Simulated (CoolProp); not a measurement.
C3F8 (R218) along the isobar 0.832 MPa: density (kg/m³) from the reference equation and from simpler models built on Tc = 345.0 K, pc = 2.640 MPa, ω = 0.317; each cubic takes its own stable root.

Computed with CoolProp (reference Helmholtz-energy equation of state, Lemmon 2006). It is a short technical equation, of lower accuracy than the large ones.

```csv
T (K),phase,reference,Soave-Redlich-Kwong,Peng-Robinson
282.1,liquid,1414,1309,1485
292.2,liquid,1359,1241,1408
302.3,gas,78.24,77.46,78.76
312.5,gas,72.93,72.69,73.83
322.6,gas,68.72,68.71,69.73
332.7,gas,65.19,65.29,66.21
342.9,gas,62.13,62.27,63.10
353,gas,59.47,59.61,60.38
363.1,gas,57.11,57.24,57.94
373.3,gas,54.96,55.07,55.71
383.4,gas,53.03,53.11,53.71
393.5,gas,51.26,51.32,51.88
```
